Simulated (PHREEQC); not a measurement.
PHREEQC input (ion-association model, wateq4f.dat):

```
SOLUTION_MASTER_SPECIES
  An  An-  0  An  62.0  # stands for a non-complexing anion
SOLUTION_SPECIES
  An- = An-
    -log_k 0
    -gamma 3.0 0
PHASES
  Fix_H+
    H+ = H+
    -log_k 0
SOLUTION 1
  temp 25
  units mmol/kgw
  pH 7 charge
  S(6) 0.01
  Na 100.02
  An 100
END
SELECTED_OUTPUT 1
  -reset false
  -pH true
  -pe true
  -ionic_strength true
  -water true
  -totals Na S S(-2) S(6)
  -molalities Hfo_wOH Hfo_wOH2+ Hfo_wO- Hfo_sOH Hfo_sOH2+ Hfo_sO- Hfo_wSO4- Hfo_wOHSO4-2
  -saturation_indices Mirabilite
USER_PUNCH 1
  -headings sigma psi
  10 PUNCH EDL("sigma", "Hfo"), EDL("psi", "Hfo")
PRINT
  -reset false
USE solution 1
SURFACE 1
  Hfo_wOH 0.00121348 600 0.54
  Hfo_sOH 3.03371e-05
EQUILIBRIUM_PHASES 1
  Fix_H+ -3 HAn 10
    -force_equality true
  O2(g) -0.68 10
END
# ... the last block is repeated for the other 16 points of pH, with NaOH or the acid as the point needs
```

Selected output (columns that matter, 17 of 17 rows; pH added in front):

```
pH	mu	Na	S	m_Hfo_wOH	m_Hfo_wOH2+	m_Hfo_wO-	m_Hfo_sOH	m_Hfo_sOH2+	m_Hfo_sO-	m_Hfo_wSO4-	m_Hfo_wOHSO4-2	si_Mirabilite	sigma	psi
3	0.10183	0.10002	6.4496e-08	2.2233e-05	0.0011813	9.5856e-09	5.6041e-07	2.9776e-05	2.4162e-10	9.5771e-06	3.5839e-07	-8.8269	0.35761	0.15171
3.5	0.10098	0.10002	6.8987e-08	6.3602e-05	0.0011399	8.13e-08	1.6032e-06	2.8732e-05	2.0493e-09	8.9392e-06	9.918e-07	-8.7846	0.34475	0.15006
4	0.10067	0.10002	8.9482e-08	0.00015584	0.0010472	5.3128e-07	3.9281e-06	2.6396e-05	1.3391e-08	7.6476e-06	2.263e-06	-8.6673	0.31595	0.14568
4.5	0.10051	0.10002	1.5197e-07	0.00030577	0.00089547	2.3918e-06	7.7067e-06	2.257e-05	6.0285e-08	5.8655e-06	3.9825e-06	-8.4358	0.26856	0.13744
5	0.10039	0.10002	3.4348e-07	0.00048166	0.00071472	7.4362e-06	1.2138e-05	1.8011e-05	1.874e-07	4.1266e-06	5.5299e-06	-8.0811	0.21143	0.12533
5.5	0.10029	0.10002	9.6094e-07	0.00064269	0.00054437	1.7383e-05	1.6188e-05	1.3711e-05	4.3783e-07	2.7001e-06	6.3389e-06	-7.634	0.15632	0.11016
6	0.10021	0.10002	2.8048e-06	0.00076759	0.0004054	3.3295e-05	1.9304e-05	1.0195e-05	8.3734e-07	1.51e-06	5.6852e-06	-7.1686	0.10977	0.092712
6.5	0.10015	0.10002	6.2788e-06	0.00085302	0.00030145	5.5297e-05	2.1391e-05	7.5594e-06	1.3867e-06	5.6153e-07	3.1596e-06	-6.8185	0.073097	0.073457
7	0.1001	0.10002	8.9624e-06	0.0009018	0.00022945	8.1197e-05	2.2564e-05	5.7411e-06	2.0317e-06	1.1771e-07	9.1993e-07	-6.6638	0.044673	0.052319
7.5	0.10006	0.10002	9.8098e-06	0.00092402	0.00018151	0.00010776	2.3104e-05	4.5384e-06	2.6945e-06	1.7101e-08	1.7312e-07	-6.6245	0.022402	0.029388
8	0.10003	0.10002	9.9705e-06	0.00093126	0.00014746	0.00013473	2.3282e-05	3.6866e-06	3.3684e-06	2.1733e-09	2.7292e-08	-6.6174	0.0038687	0.0053475
8.5	0.10005	0.10007	9.9956e-06	0.00092866	0.00011954	0.00016528	2.3217e-05	2.9884e-06	4.132e-06	2.6724e-10	4.1284e-09	-6.6159	-0.013967	-0.018909
9	0.1001	0.10015	9.9993e-06	0.00091466	9.3213e-05	0.00020561	2.2866e-05	2.3303e-06	5.1402e-06	3.3249e-11	6.4876e-10	-6.6152	-0.034311	-0.042487
9.5	0.10017	0.10026	9.9998e-06	0.0008818	6.7406e-05	0.00026427	2.2045e-05	1.6851e-06	6.6067e-06	4.2721e-12	1.1113e-10	-6.6144	-0.060096	-0.064677
10	0.10032	0.10047	9.9999e-06	0.00081884	4.3779e-05	0.00035085	2.0471e-05	1.0945e-06	8.7714e-06	5.6679e-13	2.108e-11	-6.6131	-0.09374	-0.085071
10.5	0.10067	0.10089	9.9999e-06	0.00071529	2.4758e-05	0.00047342	1.7882e-05	6.1895e-07	1.1836e-05	7.6353e-14	4.3863e-12	-6.6104	-0.13696	-0.10348
11	0.10166	0.10197	9.9999e-06	0.00056775	1.1646e-05	0.00063407	1.4194e-05	2.9115e-07	1.5852e-05	1.0182e-14	9.8695e-13	-6.6039	-0.19001	-0.11961
```

The oxide is taken as insoluble; below pH 4 it would dissolve.
